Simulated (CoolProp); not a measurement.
Saturated liquid density (kg/m³) of C3F8 (R218): the reference equation beside estimates from Tc = 71.9 °C, pc = 2.640 MPa, ω = 0.317. Rackett uses Z = 0.29056 − 0.08775 ω.

The numbers come from the reference Helmholtz-energy equation of state, Lemmon 2006 in CoolProp. It is a short technical equation, of lower accuracy than the large ones.

| T (°C) | reference | Rackett | van der Waals | Redlich-Kwong | Soave-Redlich-Kwong |
|---|---|---|---|---|---|
| -97.55 | 1832 | 1961 | 1129 | 1675 | 1724 |
| -88.65 | 1801 | 1928 | 1112 | 1647 | 1700 |
| -79.75 | 1770 | 1895 | 1095 | 1618 | 1675 |
| -70.75 | 1738 | 1861 | 1076 | 1587 | 1647 |
| -61.85 | 1706 | 1826 | 1058 | 1554 | 1619 |
| -52.95 | 1673 | 1790 | 1038 | 1521 | 1588 |
| -44.05 | 1640 | 1753 | 1018 | 1485 | 1555 |
| -35.05 | 1605 | 1714 | 996.2 | 1447 | 1520 |
| -26.15 | 1569 | 1674 | 973.8 | 1407 | 1482 |
| -17.25 | 1532 | 1633 | 950.3 | 1365 | 1442 |
| -8.25 | 1493 | 1589 | 925.2 | 1320 | 1398 |

Absolute difference from the reference over all 11 rows, mean and median: Rackett 6.9 and 7.0 %, van der Waals 38.1 and 38.0 %, Redlich-Kwong 9.5 and 9.1 %, Soave-Redlich-Kwong 5.5 and 5.4 %.
